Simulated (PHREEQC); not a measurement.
Dissolve 37 mmol/kgw ZnSO4, 1.4 mmol/kgw CuCl2 and 190 mmol/kgw NaH2PO4 at 20 °C. Closed to the air; pH follows from the charge balance.

Model: ion-association model, wateq4f.dat, run in PHREEQC.

Each row changes one thing in this solution. Precipitation was switched off in this run.

| case | pH | ionic strength (mol/kgw) | Zn+2 (mol/kgw) | ZnSO4 (mol/kgw) | Zn(SO4)2-2 (mol/kgw) | Cu+2 (mol/kgw) | SI of Goslarite (ZnSO4:7H2O) | SI of Tenorite (CuO) |
|---|---|---|---|---|---|---|---|---|
| as made | 4.38 | 0.292 | 0.0268 | 0.00873 | 0.00141 | 0.00109 | -2.40 | -2.55 |
| 0.0019 mol/kgw H4SiO4 added | 4.38 | 0.292 | 0.0268 | 0.00873 | 0.00141 | 0.00109 | -2.40 | -2.55 |
| CuCl2 from 0.0014 to 0.0007 mol/kgw | 4.38 | 0.290 | 0.0268 | 0.00878 | 0.00142 | 0.000544 | -2.40 | … |
| ZnSO4 from 0.037 to 0.0333 mol/kgw | 4.38 | 0.283 | 0.0246 | … | … | … | -2.47 | -2.54 |
| NaH2PO4 left out | 5.46 | 0.0856 | … | 0.0139 | 0.00219 | 0.000880 | -2.20 | -0.31 |

Task: Complete the blanks.

Result: 
- CuCl2 from 0.0014 to 0.0007 mol/kgw, SI of Tenorite (CuO): -2.85
- ZnSO4 from 0.037 to 0.0333 mol/kgw, ZnSO4 (mol/kgw): 0.00753
- ZnSO4 from 0.037 to 0.0333 mol/kgw, Zn(SO4)2-2 (mol/kgw): 0.00112
- ZnSO4 from 0.037 to 0.0333 mol/kgw, Cu+2 (mol/kgw): 0.00110
- NaH2PO4 left out, Zn+2 (mol/kgw): 0.0208

Complexes and solids missing from the database can't appear. Some of these states are supersaturated (in Zn3(PO4)2:4w, Cu3(PO4)2:3H2O, Brochantite, for instance). H3PO4, which wateq4f.dat lacks, is added to it with the constant of phreeqc.dat. The database has no phosphate complexes of Cu, Zn.
